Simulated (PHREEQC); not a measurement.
Consider water at 92 °C with 0.073 mol HF, 0.0095 mol NH4F and 3.6e-07 mol H4SiO4 per kg of water. Closed to the air; pH follows from the charge balance.

All values are PHREEQC results (ion-association model, phreeqc.dat), not measurements.

```json
[
 {"quantity": "pH", "before": "2.81", "after": "2.92"},
 {"quantity": "ionic strength (mol/kgw)", "before": "0.0112", "after": "0.0139"},
 {"quantity": "HF (mol/kgw)", "before": "0.0688", "after": "0.0656"},
 {"quantity": "F- (mol/kgw)", "before": "0.00876", "after": "0.0110"},
 {"quantity": "HF2- (mol/kgw)", "before": "0.00247", "after": "0.00295"},
 {"quantity": "NH3 (mol/kgw)", "before": "1.40e-7", "after": "1.79e-7"}
]
```

Task: What was changed between the two runs?
A) HF from 0.073 to 0.146 mol/kgw
B) H4SiO4 left out
C) 0.0031 mol/kgw NaOH added

Result: C, 0.0031 mol/kgw NaOH added

This is a speciation only: nothing precipitates in the calculation. At this temperature some constants are extrapolated from 25 °C, and those without enthalpy data are left unchanged. SiF6-2 is the database's only silicon fluoride.
